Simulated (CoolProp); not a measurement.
R236EA at 279.05 K and 0.0638 MPa flows at 0.054 m/s in a round tube of 4.6 mm bore and 15 µm roughness, fully developed (64/Re and Nu = 3.66 if laminar; Colebrook and Gnielinski if turbulent). Each further row changes one setting.

The numbers come from the reference Helmholtz-energy equation of state, Rui 2013 in CoolProp.

```json
[
 {"case": "as stated", "Reynolds number": "___", "Darcy friction factor": "___", "pressure drop (Pa/m)": "___", "heat-transfer coefficient (W/(m² K))": "10.4", "mass flow (kg/h)": "___"},
 {"case": "velocity 0.108 m/s", "Reynolds number": "210", "Darcy friction factor": "0.305", "pressure drop (Pa/m)": "___", "heat-transfer coefficient (W/(m² K))": "10.4", "mass flow (kg/h)": "0.0278"},
 {"case": "diameter 9.2 mm", "Reynolds number": "210", "Darcy friction factor": "0.305", "pressure drop (Pa/m)": "___", "heat-transfer coefficient (W/(m² K))": "___", "mass flow (kg/h)": "___"}
]
```

Task: What belongs in the gaps?

Result: 
- as stated, Reynolds number: 105
- as stated, Darcy friction factor: 0.611
- as stated, pressure drop (Pa/m): 0.832
- as stated, mass flow (kg/h): 0.0139
- velocity 0.108 m/s, pressure drop (Pa/m): 1.66
- diameter 9.2 mm, pressure drop (Pa/m): 0.208
- diameter 9.2 mm, heat-transfer coefficient (W/(m² K)): 5.20
- diameter 9.2 mm, mass flow (kg/h): 0.0555

Viscosity comes from a separate model (Huber 2003), an estimate that may be off by 10 % or more. Thermal conductivity comes from a separate model (Huber 2003), an estimate that may be off by 10 % or more.
